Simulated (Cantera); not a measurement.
Thermodynamics of iron carbonyl, mercury and lead vapours, feed Pb + CO + H2

Input: 1 mol Pb, 0.3 mol CO, 0.16 mol H2, at 24.0 Pa.

These are equilibrium values from Cantera (NASA tables, ideal gas, pure condensed phases), not measurements of a reactor. Candidate condensed phases: C, C6H6, C7H8, C8H18, H2O, Pb, PbO, PbO2, Pb3O4; 113 gas species. Equilibrium is a limit: real reactors are often held back by kinetics, nucleation or transport.

```csv
T (°C),x Pb,x CO,x H2,x CO2,x H2O,x H,x CH4,x Pb2,n C(graphite),n Pb(l)
450,1.29e-5,0.515,0.376,0.0996,0.00950,3.34e-12,0.000181,<1e-12,0.0452,1.000
525,0.000239,0.638,0.350,0.0103,0.00132,1.02e-10,4.09e-5,1.64e-11,0.00526,1.000
600,0.00265,0.649,0.347,0.00115,0.000230,1.78e-9,1.30e-5,9.36e-10,0.000628,0.999
675,0.0200,0.639,0.341,0.000172,5.06e-5,1.98e-8,4.79e-6,2.76e-8,0.000102,0.991
750,0.111,0.580,0.309,2.88e-5,1.18e-5,1.49e-7,1.72e-6,4.89e-7,0,0.943
825,0.487,0.335,0.179,2.46e-6,1.32e-6,6.75e-7,2.80e-7,5.79e-6,0,0.564
900,0.685,0.205,0.110,2.83e-7,1.92e-7,2.52e-6,5.61e-8,7.50e-6,0,0
975,0.685,0.205,0.110,1.00e-7,8.31e-8,9.98e-6,3.21e-8,5.16e-6,0,0
1050,0.685,0.205,0.110,5.51e-8,5.45e-8,3.39e-5,1.42e-8,3.70e-6,0,0
1125,0.685,0.205,0.110,4.36e-8,5.03e-8,0.000101,5.11e-9,2.75e-6,0,0
1200,0.685,0.205,0.109,3.59e-8,4.73e-8,0.000270,2.02e-9,2.10e-6,0,0
1275,0.685,0.205,0.109,3.03e-8,4.49e-8,0.000657,8.65e-10,1.65e-6,0,0
1350,0.684,0.205,0.109,2.60e-8,4.27e-8,0.00147,4.00e-10,1.32e-6,0,0
```
x: gas mole fraction; n: condensed amount in mol.

From 450 °C to 675 °C the condensed part is C(graphite) + Pb(l). From 750 °C to 825 °C the condensed part is Pb(l). From 900 °C to 1350 °C nothing is condensed. The main Pb-bearing gas is Pb throughout.
